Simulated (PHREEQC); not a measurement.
CaCl2 is added in steps, without added water, to 1 kg of water holding 0.0098 mmol/kgw H4SiO4, 0.013 mmol/kgw Na2SiF6 and 5.5 mmol/kgw Cs2SO4, at 25 °C. Oxygen alone is held at its pressure in air (log pO2 = -0.68). No CO2 enters from the air. The run lets Gypsum, Fluorite, Portlandite, SiO2(a), Halite, Mirabilite precipitate or redissolve, and no other solid.

Base run: PHREEQC, ion-association model, wateq4f.dat. Each further column changes one thing. The table gives CaSO4 (mol/kgw).

```
CaCl2 added (mol)      base  Davies equation for every ion  Debye-Hückel limiting law  all activity coefficients set to 1
-----------------  --------  -----------------------------  -------------------------  ----------------------------------
0                         0                              0                          0                                   0
0.002125           0.000529                       0.000515                   0.000434                                   ?
0.00425            0.000923                       0.000896                          ?                             0.00180
0.006375            0.00122                        0.00118                   0.000925                             0.00242
0.0085              0.00146                        0.00141                          ?                             0.00290
0.01063             0.00164                        0.00159                          ?                             0.00326
0.01275             0.00179                        0.00173                    0.00121                                   ?
0.01487             0.00192                        0.00185                    0.00125                             0.00378
0.017               0.00202                        0.00196                    0.00127                                   ?
```

Complete the blanks.


- 0.002125, all activity coefficients set to 1: 0.00100
- 0.00425, Debye-Hückel limiting law: 0.000727
- 0.0085, Debye-Hückel limiting law: 0.00106
- 0.01063, Debye-Hückel limiting law: 0.00115
- 0.01275, all activity coefficients set to 1: 0.00355
- 0.017, all activity coefficients set to 1: 0.00397

SiF6-2 is the database's only silicon fluoride.
